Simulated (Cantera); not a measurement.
Mixture: CH4 : O2 : N2 = 1 : 4.17 : 15.7 (molar parts), equivalence ratio 0.48, at 390000 Pa, adiabatic and at constant volume. Ignition delay is the time to a rise of 400 K.

Computed with Cantera and GRI-Mech 3.0 (53 species, 325 reactions).

Problem. What does this change do: N2 15.7 to 20 parts?

Solution. 
```tsv
quantity	before	after
delay at 1050 K	76.1 ms	93.7 ms
delay at 1200 K	8.71 ms	10.9 ms
delay at 1350 K	1.39 ms	1.73 ms
delay at 1500 K	0.299 ms	0.365 ms
delay at 1650 K	84.8 µs	0.101 ms
apparent activation energy between 1500 and 1650 K	170 kJ/mol	180 kJ/mol
```
